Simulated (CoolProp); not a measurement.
Vapour-liquid equilibrium of propane (1) + neopentane (2) at 0.902 MPa; x and y are mole fractions of (1).

Values from CoolProp's multi-fluid Helmholtz-energy mixture model, Lemmon 2009 and Lemmon 2006; pair parameters Bell 2016.

```csv
x,"bubble temperature, mixture model (°C)","bubble temperature, Raoult's law (°C)","y, mixture model","y, Raoult's law"
0.05,(withheld),82.4,(withheld),0.182
0.2,(withheld),65.8,(withheld),0.528
0.35,66.6,53.6,0.575,0.718
0.5,(withheld),44.0,(withheld),0.832
0.65,44.8,36.3,0.880,0.906
0.8,34.1,29.9,(withheld),0.956
0.95,25.2,24.5,(withheld),0.991
```

Q: What belongs in the gaps?

A: 
- 0.05, bubble temperature, mixture model (°C): 86.1
- 0.05, y, mixture model: 0.100
- 0.2, bubble temperature, mixture model (°C): 76.4
- 0.2, y, mixture model: 0.358
- 0.5, bubble temperature, mixture model (°C): 56.0
- 0.5, y, mixture model: 0.752
- 0.8, y, mixture model: 0.957
- 0.95, y, mixture model: 0.994

The largest gap from Raoult's law is +13.0 K in bubble temperature, at x = 0.35. No azeotrope shows between x = 0.05 and 0.95.

Pair parameters are fitted to limited data, so mixtures are less certain than the pure fluids.
